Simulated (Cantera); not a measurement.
Input (Python, Cantera):

```python
import numpy as np
import cantera as ct

surf = ct.Interface("diamond.yaml", "diamond_100")
gas, bulk = surf.adjacent["gas"], surf.adjacent["diamond"]
k = surf.kinetics_species_index(bulk.species_names[0])
cover = ["c6HH", "c6H*", "c6*H", "c6**", "c6HM", "c6B"]

rows, drift = [], 0.0
print(f"{'xCH3':>10s}{'um/h':>11s}" + "".join(f"{s:>11s}" for s in cover))
for v in [1e-06, 2.4e-06, 5.6e-06, 1.3e-05, 3.1e-05, 7.3e-05, 0.00017, 0.0004, 0.00095]:
    T, P, xH, xCH3 = 925, 8200, 0.021, v
    gas.TPX = T, P, {"H": xH, "CH3": xCH3, "CH4": 0.027, "H2": 1 - xH - xCH3 - 0.027}
    surf.TP = bulk.TP = T, P
    surf.coverages = "c6H*:0.1, c6HH:0.9"
    surf.advance_coverages(100.0)
    before = surf.coverages
    surf.advance_coverages(100.0)
    drift = max(drift, np.max(np.abs(surf.coverages - before) / (surf.coverages + 1e-9)))
    rate = surf.net_production_rates[k] * bulk.mean_molecular_weight / bulk.density * 3.6e9
    rows.append([rate, *surf[cover].coverages])
    print(f"{v:10.4g}{rate:11.4e}" + "".join(f"{x:11.3e}" for x in rows[-1][1:]))
```

It prints:

```
      xCH3       um/h       c6HH       c6H*       c6*H       c6**       c6HM        c6B
     1e-06 2.9870e-02  6.674e-01  1.256e-02  3.144e-01  5.516e-03  3.602e-05  8.106e-11
   2.4e-06 7.1684e-02  6.674e-01  1.256e-02  3.144e-01  5.516e-03  8.645e-05  1.945e-10
   5.6e-06 1.6724e-01  6.673e-01  1.256e-02  3.144e-01  5.515e-03  2.017e-04  4.538e-10
   1.3e-05 3.8808e-01  6.671e-01  1.255e-02  3.143e-01  5.512e-03  4.680e-04  1.053e-09
   3.1e-05 9.2459e-01  6.665e-01  1.254e-02  3.140e-01  5.507e-03  1.115e-03  2.509e-09
   7.3e-05 2.1727e+00  6.653e-01  1.252e-02  3.134e-01  5.493e-03  2.620e-03  5.896e-09
   0.00017 5.0353e+00  6.624e-01  1.246e-02  3.120e-01  5.462e-03  6.072e-03  1.366e-08
    0.0004 1.1714e+01  6.556e-01  1.233e-02  3.087e-01  5.390e-03  1.413e-02  3.179e-08
   0.00095 2.7088e+01  6.400e-01  1.203e-02  3.012e-01  5.225e-03  3.267e-02  7.350e-08
```

Computed with Cantera and the Harris–Goodwin 1993 mechanism for the reconstructed diamond (100) surface.
